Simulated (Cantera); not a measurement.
A Cantera script and its output.

```python
import numpy as np
import cantera as ct

gas = ct.Solution("gri30.yaml")
gas.TPX = 1248, 670, {'N2O': 1, 'H2': 0.0038, 'N2': 0.73}
reactor = ct.IdealGasConstPressureReactor(gas, energy="off", clone=False)
net = ct.ReactorNet([reactor])
net.rtol, net.atol = 1e-08, 1e-18
show = ['N2O', 'H2', 'N2', 'H', 'H2O']
times = np.geomspace(0.0002, 100, 13)

steps = ct.SolutionArray(gas, extra=["t"])
rows = []
print(f"{'t/s':>10s}{'T/K':>9s}{'P/Pa':>11s}" + "".join(f"{s:>11s}" for s in show))
for t in times:
    while net.time < t:
        t_next = net.step()
        steps.append(gas.state, t=t_next)
    rows.append([np.interp(t, steps.t, y) for y in (steps.T, steps.P, *steps(*show).X.T)])
    print(f"{t:10.3e}{rows[-1][0]:9.1f}{rows[-1][1]:11.4g}" + "".join(f"{x:11.3e}" for x in rows[-1][2:]))
rate = np.gradient(steps.T, steps.t)
print("integrator steps:", len(steps.t))
if steps.T.max() > steps.T[0] + 200:
    print(f"time of steepest temperature rise: {steps.t[rate.argmax()]:.4e} s")
gas.TPX = 1248, 670, {'N2O': 1, 'H2': 0.0038, 'N2': 0.73}
gas.equilibrate("TP")
print(f"equilibrium (TP): T = {gas.T:.1f} K  " + "  ".join(f"{s} {gas[s].X[0]:.3e}" for s in show))
```

Result:

```
       t/s      T/K       P/Pa        N2O         H2         N2          H        H2O
 2.000e-04   1248.0        670  5.768e-01  2.192e-03  4.210e-01  3.633e-09  1.681e-10
 5.970e-04   1248.0        670  5.768e-01  2.192e-03  4.210e-01  1.701e-08  4.930e-09
 1.782e-03   1248.0        670  5.768e-01  2.191e-03  4.210e-01  5.687e-08  1.195e-07
 5.318e-03   1248.0        670  5.767e-01  2.188e-03  4.211e-01  1.634e-07  1.992e-06
 1.587e-02   1248.0        670  5.766e-01  2.165e-03  4.211e-01  4.232e-07  2.180e-05
 4.738e-02   1248.0        670  5.763e-01  2.016e-03  4.214e-01  8.097e-07  1.636e-04
 1.414e-01   1248.0        670  5.750e-01  1.469e-03  4.223e-01  7.156e-07  7.070e-04
 4.221e-01   1248.0        670  5.721e-01  6.119e-04  4.244e-01  2.385e-07  1.567e-03
 1.260e+00   1248.0        670  5.654e-01  9.972e-05  4.284e-01  2.680e-08  2.079e-03
 3.761e+00   1248.0        670  5.474e-01  2.427e-06  4.386e-01  3.101e-09  2.162e-03
 1.122e+01   1248.0        670  4.981e-01  8.637e-09  4.666e-01  2.959e-09  2.122e-03
 3.350e+01   1248.0        670  3.795e-01  8.792e-09  5.337e-01  3.491e-09  2.022e-03
 1.000e+02   1248.0        670  1.787e-01  1.089e-08  6.475e-01  4.691e-09  1.851e-03
integrator steps: 1769
equilibrium (TP): T = 1248.0 K  N2O 1.581e-09  H2 1.471e-09  N2 7.750e-01  H 2.203e-10  H2O 1.701e-03
```

Detailed kinetics in Cantera: GRI-Mech 3.0 (53 species, 325 reactions). GRI-Mech 3.0 was tuned for natural gas; its chemistry of N2O as a main component is partial and can be far from experiment. Radical loss at walls, strong at low pressure, is not modelled. The mechanism lacks the step 2 NO + O2 → 2 NO2, which can matter for NO2 below about 1400 K. The temperature is held fixed by assumption; the heat of reaction is taken as removed at once.
